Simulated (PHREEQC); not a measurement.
Make-up at 92 °C: 0.82 mol Cu(NO3)2 and 0.00052 mol Na2SO4 per kg of water. Closed to the air; pH follows from the charge balance.

All values are PHREEQC results (ion-association model, phreeqc.dat), not measurements.

Each row changes one thing in this solution. No solid was allowed to form.

| case | pH | SO4-2 (mol/kgw) | HSO4- (mol/kgw) | NaSO4- (mol/kgw) |
|---|---|---|---|---|
| as made | 3.37 | 0.000211 | 3.34e-6 | 1.73e-7 |
| Na2SO4 from 0.00052 to 0.0052 mol/kgw | 3.38 | 0.00211 | 3.27e-5 | 1.72e-5 |
| Cu(NO3)2 left out | 6.23 | 0.000517 | 1.48e-7 | ___ |
| Na2SO4 from 0.00052 to 0.000572 mol/kgw | 3.37 | 0.000232 | 3.68e-6 | ___ |
| diluted 2-fold with water | 3.29 | 9.74e-5 | 3.89e-6 | ___ |

### Question
Complete the blanks.

### Answer

- Cu(NO3)2 left out, NaSO4- (mol/kgw): 3.11e-6
- Na2SO4 from 0.00052 to 0.000572 mol/kgw, NaSO4- (mol/kgw): 2.09e-7
- diluted 2-fold with water, NaSO4- (mol/kgw): 4.59e-8

The ionic strength passes 0.7 mol/kgw, the rough limit of the ion-association models, in as made; Na2SO4 from 0.00052 to 0.0052 mol/kgw; Na2SO4 from 0.00052 to 0.000572 mol/kgw; diluted 2-fold with water. Away from 25 °C the constants follow the database's enthalpies or fits; those with neither stay at their 25 °C values.
